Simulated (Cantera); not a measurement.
Input: 1 mol Si3N4, a varied amount of F2, 60 mol H2, equilibrated at 1073 K and 1.33 mbar.

Equilibrium computed with Cantera from the NASA thermochemical tables; the gas is ideal and each condensed phase is pure. Candidate condensed phases: Si, Si3N4; 37 gas species. Equilibrium is a limit: real reactors are often held back by kinetics, nucleation or transport.

At 19 mol F2, list the 4 most abundant gas species with their mole fractions, and the condensed phases.

H2 0.603, HF 0.333, SiF4 0.0385, N2 0.0256. Condensed: gas only.
